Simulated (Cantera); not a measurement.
Charge: 1 mol Si3N4, 7.8 mol H2, held at 1.00 bar.

Method: chemical equilibrium by Gibbs-energy minimisation in Cantera with the NASA 1993 tables (ideal gas, pure condensed phases). Candidate condensed phases: Si, Si3N4; 18 gas species. The tables' values for SiN are old estimates; treat these amounts as uncertain. Gases not in the tables: Si2H6 and higher silanes. Kinetics and transport are ignored. All values below are at 2175 K.

Base state: H2 0.791, N2 0.204, H 0.00434, Si 0.000289, SiH2 0.000210, SiH 0.000119, Si2N 2.60e-5, SiN 2.31e-5 (mole fractions); condensed: Si(l).

Problem. What changes in the equilibrium state with this change: pressure from 1.00 bar to 2.30 bar?

Solution. 
```
species       before     after
----------  --------  --------
H2             0.791     0.793
N2             0.204     0.204
H            0.00434   0.00287
SiH2        0.000210  0.000210
NH3          4.88e-6   1.13e-5
Si          0.000289  0.000125
SiN          2.31e-5   1.52e-5
Si2N         2.60e-5   1.72e-5
Si(l), mol      2.99      3.00
```

Problem. What changes in the equilibrium state with this change: 0.17 mol O2 added?

Solution. 
| species | before | after |
|---|---|---|
| H2 | 0.791 | 0.765 |
| N2 | 0.204 | 0.197 |
| SiO | 0 | 0.0334 |
| H2O | 0 | 1.16e-5 |
| SiH2 | 0.000210 | 0.000203 |
| Si(l), mol | 2.99 | 2.65 |
Further candidate phases: H2O, SiO2, Si2N2O.
